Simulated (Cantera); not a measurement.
A closed system holds: 1 mol SiHCl₃, 0.1 mol Cl₂, 22 mol H₂, 0.36 mol O₂, held at 1.33 mbar.

These are equilibrium values from Cantera (NASA tables, ideal gas, pure condensed phases), not measurements of a reactor. Candidate condensed phases: H₂O, Si, SiO₂; 30 gas species. Mutual solubility and eutectic melting of coexisting phases are not modelled. The tables' values for SiCl₃ are old estimates; treat these amounts as uncertain. The tables hold silica as quartz up to 1696 K and as liquid above; real silica turns to tridymite and cristobalite and melts near 1996 K. Kinetics and transport are ignored.

x: gas mole fraction; n: condensed amount in mol.

| T (K) | x H₂ | x HCl | x SiCl₄ | x SiCl₂ | x SiHCl₃ | x SiCl₃ | n SiO₂(β-quartz) | n Si(s) |
|---|---|---|---|---|---|---|---|---|
| 875 | 0.943 | 0.0293 | 0.0253 | 4.40e-5 | 0.00178 | 0.000139 | 0.360 | 0 |
| 900 | 0.943 | 0.0300 | 0.0247 | 0.000129 | 0.00220 | 0.000258 | 0.360 | 0 |
| 925 | 0.942 | 0.0311 | 0.0238 | 0.000342 | 0.00262 | 0.000453 | 0.360 | 0 |
| 950 | 0.940 | 0.0327 | 0.0227 | 0.000819 | 0.00299 | 0.000746 | 0.360 | 0 |
| 975 | 0.938 | 0.0351 | 0.0211 | 0.00174 | 0.00321 | 0.00114 | 0.360 | 0 |
| 1000 | 0.933 | 0.0403 | 0.0189 | 0.00296 | 0.00308 | 0.00152 | 0.360 | 0.0149 |
| 1025 | 0.927 | 0.0476 | 0.0163 | 0.00437 | 0.00273 | 0.00185 | 0.360 | 0.0421 |
| 1050 | 0.921 | 0.0551 | 0.0135 | 0.00617 | 0.00234 | 0.00214 | 0.360 | 0.0663 |
| 1075 | 0.914 | 0.0624 | 0.0106 | 0.00832 | 0.00194 | 0.00237 | 0.360 | 0.0859 |
| 1100 | 0.908 | (withheld) | (withheld) | (withheld) | (withheld) | 0.00247 | 0.360 | (withheld) |
| 1125 | 0.903 | 0.0747 | (withheld) | (withheld) | (withheld) | 0.00243 | 0.360 | 0.108 |
| 1150 | 0.899 | 0.0790 | 0.00365 | 0.0153 | 0.000843 | 0.00226 | 0.359 | 0.110 |
| 1175 | 0.896 | 0.0820 | 0.00229 | 0.0171 | 0.000590 | 0.00200 | 0.358 | 0.109 |
| 1200 | 0.894 | 0.0839 | 0.00139 | 0.0186 | 0.000402 | 0.00172 | 0.355 | 0.103 |

Question: Fill in the missing entries.

Answer: 
- 1100, x HCl: 0.0691
- 1100, x SiCl₄: 0.00792
- 1100, x SiCl₂: 0.0107
- 1100, x SiHCl₃: 0.00154
- 1100, n Si(s): 0.0997
- 1125, x SiCl₄: 0.00554
- 1125, x SiCl₂: 0.0131
- 1125, x SiHCl₃: 0.00116
